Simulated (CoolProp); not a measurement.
Saturated liquid density (kg/m³) of R245fa: the reference equation beside estimates from Tc = 153.9 °C, pc = 36.51 bar, ω = 0.378. Rackett uses Z = 0.29056 − 0.08775 ω.

Values from CoolProp's reference Helmholtz-energy equation of state, Akasaka 2015.

```csv
T (°C),reference,Rackett,Redlich-Kwong,Peng-Robinson
-69.25,1569,[?],1360,1577
-44.85,1513,1594,1312,1535
-20.45,1455,1531,1259,1486
4.05,1394,1464,1199,[?]
28.45,1329,[?],1133,1362
52.85,1259,1316,[?],1283
77.35,1180,1228,970.8,1185
101.75,1086,[?],867.9,[?]
```

### Question
Complete the blanks.

### Answer

- -69.25, Rackett: 1653
- 4.05, Peng-Robinson: 1429
- 28.45, Rackett: 1393
- 52.85, Redlich-Kwong: 1058
- 101.75, Rackett: 1127
- 101.75, Peng-Robinson: 1061

Absolute difference from the reference over all 8 rows, mean and median: Rackett 4.8 and 4.9 %, Redlich-Kwong 15.3 and 14.4 %, Peng-Robinson 1.7 and 2.0 %.
